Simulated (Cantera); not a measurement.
A perfectly stirred reactor is fed with 15.6 % CH4, 75.4 % H2, 9.05 % N2, at 20.0 Torr; it is held at 2125 K, and followed from long to short residence time.

Computed with Cantera and GRI-Mech 3.0 (53 species, 325 reactions). GRI-Mech 3.0 stops at C3 and has no aromatics, soot or wall deposition, so with more carbon than oxygen in the feed, carbon stays in small species such as C2H2 where larger ones or solid carbon would form. Radical loss at walls, strong at low pressure, is not modelled.

### Question
Predict: x(CH4) at τ = 2.70 s; x(H2) at τ = 2.70 s; x(H) at τ = 2.70 s; x(C2H6) at τ = 2.70 s; x(C2H) at τ = 2.70 s; x(CH4) at τ = 38.0 ms; x(H2) at τ = 38.0 ms; x(H) at τ = 38.0 ms; x(C2H6) at τ = 38.0 ms; x(C2H) at τ = 38.0 ms.

### Answer
| Item | Value |
|---|---|
| x(CH4) at τ = 2.70 s | 0.000693 |
| x(H2) at τ = 2.70 s | 0.837 |
| x(H) at τ = 2.70 s | 0.0177 |
| x(C2H6) at τ = 2.70 s | 8.12e-9 |
| x(C2H) at τ = 2.70 s | 3.88e-5 |
| x(CH4) at τ = 38.0 ms | 0.0171 |
| x(H2) at τ = 38.0 ms | 0.834 |
| x(H) at τ = 38.0 ms | 0.00816 |
| x(C2H6) at τ = 38.0 ms | 2.28e-6 |
| x(C2H) at τ = 38.0 ms | 1.58e-5 |
